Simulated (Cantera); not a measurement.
Feed: 1 mol Ti(OiPr)4, 0.14 mol H2O, 7.3 mol H2, equilibrated at 100 Torr.

These are equilibrium values from Cantera (NASA tables, ideal gas, pure condensed phases), not measurements of a reactor. Candidate condensed phases: C, C6H6, C7H8, C8H18, H2O, Ti, TiC, TiO, TiO2, Ti2O3, Ti3O5, Ti4O7; 113 gas species. The feed counts by its element totals alone. Rates play no part.

Q: At 1025 K, list the 5 most abundant gas species with their mole fractions, and the condensed phases.

A: H2 0.901, CO 0.0882, CH4 0.00795, H2O 0.00281, CO2 0.000357. Condensed: C(graphite) + TiO2(rutile).
